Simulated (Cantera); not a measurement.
Input (Python, Cantera):

```python
import numpy as np
import cantera as ct

gas = ct.Solution("gri30.yaml")
gas.TPX = 350, 46000, {'CO': 1, 'H2': 0.17, 'O2': 1.22, 'N2': 4.58}
inlet = ct.Reservoir(gas, clone=True)
gas.equilibrate("HP")  # start burning
reactor = ct.IdealGasConstPressureReactor(gas, energy="on", clone=False)
exhaust = ct.Reservoir(gas, clone=True)
tau = [0.048, 0.026, 0.014, 0.0075, 0.004, 0.0022, 0.0012, 0.00062, 0.00033, 0.00018, 9.6e-05, 5.2e-05][0]
for a, b in ((inlet, reactor), (reactor, exhaust)):
    ct.MassFlowController(a, b, mdot=lambda t: reactor.mass / tau)
net = ct.ReactorNet([reactor])
show = ['CO', 'H2', 'O2', 'NO', 'H']

rows = []
print(f"{'tau/s':>10s}{'T/K':>9s}" + "".join(f"{s:>11s}" for s in show))
for tau in [0.048, 0.026, 0.014, 0.0075, 0.004, 0.0022, 0.0012, 0.00062, 0.00033, 0.00018, 9.6e-05, 5.2e-05]:
    net.initial_time = 0.0
    net.advance(30 * tau)
    before = gas.X
    net.advance(40 * tau)
    drift = np.max(np.abs(gas.X - before) / (gas.X + 1e-9))
    rows.append([gas.T, *gas[show].X, drift])
    print(f"{tau:10.3e}{gas.T:9.1f}" + "".join(f"{x:11.3e}" for x in gas[show].X))
```

Output:

```
     tau/s      T/K         CO         H2         O2         NO          H
 4.800e-02   1682.2  6.030e-03  2.520e-04  1.007e-01  3.127e-05  3.482e-04
 2.600e-02   1655.6  8.407e-03  3.519e-04  1.013e-01  2.593e-05  5.965e-04
 1.400e-02   1620.2  1.155e-02  4.817e-04  1.021e-01  2.301e-05  1.001e-03
 7.500e-03   1573.4  1.568e-02  6.425e-04  1.034e-01  2.149e-05  1.627e-03
 4.000e-03   1511.5  2.137e-02  8.306e-04  1.053e-01  1.972e-05  2.522e-03
 2.200e-03   1430.7  2.977e-02  1.031e-03  1.088e-01  1.583e-05  3.515e-03
 1.200e-03   1279.9  5.017e-02  1.411e-03  1.191e-01  6.604e-06  3.689e-03
 6.200e-04    350.0  1.435e-01  2.439e-02  1.750e-01  4.346e-20  1.982e-28
 3.300e-04    350.0  1.435e-01  2.439e-02  1.750e-01  9.313e-22  4.137e-30
 1.800e-04    350.0  1.435e-01  2.439e-02  1.750e-01  4.820e-24  2.783e-32
 9.600e-05    350.0  1.435e-01  2.439e-02  1.750e-01  3.044e-25  6.044e-33
 5.200e-05    350.0  1.435e-01  2.439e-02  1.750e-01  1.923e-26  2.719e-33
```

Computed with Cantera and GRI-Mech 3.0 (53 species, 325 reactions).
